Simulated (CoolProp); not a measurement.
R123 along the isotherm 481.1 K: fugacity coefficient from the reference equation and from simpler models built on Tc = 456.8 K, pc = 3.662 MPa, ω = 0.282; each cubic takes its own stable root.

Values from CoolProp's reference Helmholtz-energy equation of state, Younglove 1994. It is a modified Benedict-Webb-Rubin equation, recast in Helmholtz form.

```csv
p (MPa),phase,reference
2.03,gas,0.8455
4.07,supercritical,0.6944
6.1,supercritical,0.5457
8.14,supercritical,0.4499
10.2,supercritical,0.3915
12.2,supercritical,0.3544
14.2,supercritical,0.3287
16.3,supercritical,0.3096
18.3,supercritical,0.2964
```

**Question.** How far does each simpler model (Redlich-Kwong, Soave-Redlich-Kwong, Peng-Robinson) lie from the reference over these 9 states: mean and median of the absolute difference, and the worst?

**Answer.** 
- Redlich-Kwong: mean 2.2 %, median 1.8 %, worst +4.9 % at 481.1 K and 18.3 MPa
- Soave-Redlich-Kwong: mean 5.4 %, median 6.0 %, worst +9.9 % at 481.1 K and 18.3 MPa
- Peng-Robinson: mean 1.2 %, median 0.8 %, worst -2.9 % at 481.1 K and 4.07 MPa
